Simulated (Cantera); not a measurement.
# Premixed flame

A freely propagating, adiabatic, planar premixed flame of H2 : O2 : N2 = 1 : 0.526 : 1.98 (molar parts), unburnt at 648 K and 13300 Pa; mixture-averaged transport, grid criteria slope 0.08 and curve 0.16, no radiation.

Model: the H2/O2 subset of GRI-Mech 3.0, which has no nitrogen chemistry, integrated in Cantera. Burning velocities carry a grid error of a few per cent, more on coarse grids.

| z (mm) | T (K) | u (m/s) | x H2 | x O2 | x H | x HO2 | x H2O | x OH |
|---|---|---|---|---|---|---|---|---|
| -20.8 | 648 | 6.87 | 0.285 | 0.150 | <1e-8 | <1e-8 | <1e-8 | <1e-8 |
| -13.9 | 648 | 6.87 | 0.285 | 0.150 | <1e-8 | <1e-8 | <1e-8 | <1e-8 |
| -10.4 | 648 | 6.87 | 0.285 | 0.150 | <1e-8 | <1e-8 | <1e-8 | <1e-8 |
| -6.93 | 648 | 6.87 | 0.285 | 0.150 | 2.16e-7 | 3.14e-7 | 2.77e-8 | <1e-8 |
| -3.46 | 653 | 6.92 | 0.284 | 0.150 | 0.000297 | 4.12e-5 | 0.000329 | 1.61e-5 |
| -1.73 | 746 | 7.84 | 0.266 | 0.147 | 0.00790 | 3.22e-5 | 0.00941 | 0.000257 |
| 0 | 1109 | 11.3 | 0.132 | 0.0995 | 0.0662 | 1.50e-5 | 0.106 | 0.00339 |
| 1.73 | 1384 | 13.9 | 0.0459 | 0.0455 | 0.0888 | 6.12e-6 | 0.200 | 0.00860 |
| 3.46 | 1504 | 15.0 | 0.0435 | 0.0400 | 0.0789 | 4.62e-6 | 0.210 | 0.0111 |
| 6.93 | 1646 | 16.3 | 0.0450 | 0.0367 | 0.0650 | 3.54e-6 | 0.218 | 0.0141 |
| 13.9 | 1803 | 17.6 | 0.0450 | 0.0331 | 0.0505 | 2.64e-6 | 0.228 | 0.0170 |
| 27.7 | 1967 | 19.0 | 0.0429 | 0.0294 | 0.0367 | 1.95e-6 | 0.240 | 0.0192 |
| 55.4 | 2129 | 20.3 | 0.0387 | 0.0255 | 0.0247 | 1.51e-6 | 0.254 | 0.0202 |
x: mole fraction of selected species; z is measured from the peak of heat release.

```yaml
laminar_burning_velocity: 687 cm/s
thermal_thickness: 6.93 mm
peak x(H): 0.0898
peak x(HO2): 4.21e-5
peak x(OH): 0.0202
grid_points: 127
```
